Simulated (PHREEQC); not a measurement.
A made-up water analysis in mmol/kgw, 10 °C, pH 1.81, pe 9.6:

| constituent | mmol/kgw |
|---|---|
| Na | 26.9 |
| K | 0.777 |
| Ca | 5.59 |
| Mg | 5.04 |
| Cl | 15.6 |
| S(6) | 31.8 |
| Cd | 0.00895 |
| N(5) | 0.00612 |
| Cu(2) | 0.289 |
| Si | 1.02 |
| Fe(3) | 0.00608 |

Valence states are taken as typed.

The numbers come from PHREEQC with the ion-association model, phreeqc.dat.

Precipitation was switched off in this run.

Task: Order these Cu species by the share of Cu that they hold, largest first: Cu+2, CuSO4, CuCl+.

Result: Cu+2 (65 %), CuSO4 (35 %), CuCl+ (0.53 %)

The pH is 1.81 and the ionic strength 0.0858 mol/kgw. Saturation is exceeded, for instance for Quartz (slow to form), Chalcedony (slow to form); the values hold only as long as no solid forms. Complexes and solids missing from the database can't appear. Constants without temperature data keep their 25 °C values here.
